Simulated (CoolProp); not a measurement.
The fluid at 285.03 K and 0.00449 MPa (gas) is heated at constant pressure to 420.6 K. The same conditions are run with several fluids, on thermodynamics alone (safety and materials aside).

The numbers come from the reference Helmholtz-energy equation of state of each fluid (methanol: de Reuck 1993; R152A: Outcalt 1996; R142b: Lemmon 2006; sulfur hexafluoride: Guder 2009; n-perfluorobutane: Gao 2022) in CoolProp.

```
fluid                heat (kJ/kg)  final density (kg/m³)
-------------------  ------------  ---------------------
methanol                      ___                    ___
R152A                         156                    ___
R142b                         ___                  0.129
sulfur hexafluoride           ___                    ___
n-perfluorobutane             124                    ___
```

Complete the blanks.


- methanol, heat (kJ/kg): 207
- methanol, final density (kg/m³): 0.0412
- R152A, final density (kg/m³): 0.0848
- R142b, heat (kJ/kg): 125
- sulfur hexafluoride, heat (kJ/kg): 100
- sulfur hexafluoride, final density (kg/m³): 0.188
- n-perfluorobutane, final density (kg/m³): 0.306
